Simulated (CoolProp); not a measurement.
Vapour pressure (bar) of dimethyl carbonate: the reference equation beside estimates from Tc = 557.0 K, pc = 49.09 bar, ω = 0.346.

Computed with CoolProp (reference Helmholtz-energy equation of state, Zhou 2011).

```
T (K)  reference  Lee-Kesler  Redlich-Kwong  Peng-Robinson
-----  ---------  ----------  -------------  -------------
363.9      1.034       1.016          2.330          1.028
369.6      1.235       1.219          2.688          1.228
375.3      1.466       1.452          3.084          1.459
381        1.729       1.720          3.521          1.723
386.7      2.028       2.025          4.002          2.023
392.4      2.365       2.370          4.529          2.362
398.1      2.745       2.758          5.104          2.745
403.9      3.178       3.203          5.741          3.183
409.6      3.654       3.691          6.420          3.664
415.3      4.182       4.234          7.154          4.199
421        4.766       4.835          7.946          4.794
```

Absolute difference from the reference over all 11 rows, mean and median: Lee-Kesler 0.9 and 1.0 %, Redlich-Kwong 93.3 and 91.5 %, Peng-Robinson 0.3 and 0.3 %.
